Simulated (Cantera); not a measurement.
Cantera run, input and output.

```python
import numpy as np
import cantera as ct

gas = ct.Solution("gri30.yaml")
gas.TPX = 1325, 100000, {'C3H8': 1, 'H2': 42}
reactor = ct.IdealGasConstPressureReactor(gas, energy="off", clone=False)
net = ct.ReactorNet([reactor])
net.rtol, net.atol = 1e-08, 1e-18
show = ['C3H8', 'H2', 'CH4', 'CH3', 'C2H6']
times = np.geomspace(5e-05, 30, 14)

steps = ct.SolutionArray(gas, extra=["t"])
rows = []
print(f"{'t/s':>10s}{'T/K':>9s}{'P/Pa':>11s}" + "".join(f"{s:>11s}" for s in show))
for t in times:
    while net.time < t:
        t_next = net.step()
        steps.append(gas.state, t=t_next)
    rows.append([np.interp(t, steps.t, y) for y in (steps.T, steps.P, *steps(*show).X.T)])
    print(f"{t:10.3e}{rows[-1][0]:9.1f}{rows[-1][1]:11.4g}" + "".join(f"{x:11.3e}" for x in rows[-1][2:]))
rate = np.gradient(steps.T, steps.t)
print("integrator steps:", len(steps.t))
if steps.T.max() > steps.T[0] + 200:
    print(f"time of steepest temperature rise: {steps.t[rate.argmax()]:.4e} s")
gas.TPX = 1325, 100000, {'C3H8': 1, 'H2': 42}
gas.equilibrate("TP")
print(f"equilibrium (TP): T = {gas.T:.1f} K  " + "  ".join(f"{s} {gas[s].X[0]:.3e}" for s in show))
```

It prints:

```
       t/s      T/K       P/Pa       C3H8         H2        CH4        CH3       C2H6
 5.000e-05   1325.0      1e+05  2.077e-02  9.743e-01  2.274e-03  1.381e-04  6.290e-05
 1.391e-04   1325.0      1e+05  1.384e-02  9.677e-01  9.022e-03  1.294e-04  2.051e-04
 3.872e-04   1325.0      1e+05  4.480e-03  9.586e-01  1.855e-02  5.654e-05  4.072e-04
 1.077e-03   1325.0      1e+05  5.686e-04  9.546e-01  2.310e-02  1.608e-05  5.685e-04
 2.998e-03   1325.0      1e+05  3.630e-05  9.538e-01  2.416e-02  7.032e-06  6.420e-04
 8.343e-03   1325.0      1e+05  7.432e-07  9.534e-01  2.496e-02  6.175e-06  6.297e-04
 2.322e-02   1325.0      1e+05  5.025e-07  9.526e-01  2.669e-02  6.071e-06  5.416e-04
 6.461e-02   1325.0      1e+05  3.868e-07  9.509e-01  3.006e-02  5.906e-06  4.247e-04
 1.798e-01   1325.0      1e+05  3.039e-07  9.478e-01  3.604e-02  5.883e-06  3.314e-04
 5.003e-01   1325.0      1e+05  2.101e-07  9.428e-01  4.563e-02  5.697e-06  2.328e-04
 1.392e+00   1325.0      1e+05  9.201e-08  9.369e-01  5.701e-02  4.742e-06  1.193e-04
 3.874e+00   1325.0      1e+05  1.980e-08  9.324e-01  6.569e-02  3.232e-06  3.652e-05
 1.078e+01   1325.0      1e+05  3.446e-09  9.307e-01  6.884e-02  2.391e-06  9.628e-06
 3.000e+01   1325.0      1e+05  2.622e-09  9.306e-01  6.905e-02  2.326e-06  7.948e-06
integrator steps: 1405
equilibrium (TP): T = 1325.0 K  C3H8 2.622e-09  H2 9.306e-01  CH4 6.905e-02  CH3 2.326e-06  C2H6 7.947e-06
```

Detailed kinetics in Cantera: GRI-Mech 3.0 (53 species, 325 reactions). GRI-Mech 3.0 was tuned for natural gas; its chemistry of propane as a main component is partial and can be far from experiment. GRI-Mech 3.0 stops at C3 and has no aromatics, soot or wall deposition, so with more carbon than oxygen in the feed, carbon stays in small species such as C2H2 where larger ones or solid carbon would form.
